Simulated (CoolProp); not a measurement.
Vapour pressure (MPa) of ammonia: the reference equation beside estimates from Tc = 405.6 K, pc = 11.36 MPa, ω = 0.256.

Model: reference Helmholtz-energy equation of state, Gao 2020, in CoolProp.

```tsv
T (K)	reference	van der Waals	Redlich-Kwong
204	0.01159	0.3288	0.02788
214.3	0.02354	0.4549	0.05348
224.5	0.04415	0.6100	0.09468
234.8	0.07820	0.8008	0.1583
245	0.1305	1.027	0.2499
255.3	0.2089	1.295	0.3786
265.6	0.3208	1.607	0.5516
275.8	0.4735	1.962	0.7747
```

Absolute difference from the reference over all 8 rows, mean and median: van der Waals 1087.2 and 805.5 %, Redlich-Kwong 99.1 and 97.0 %.
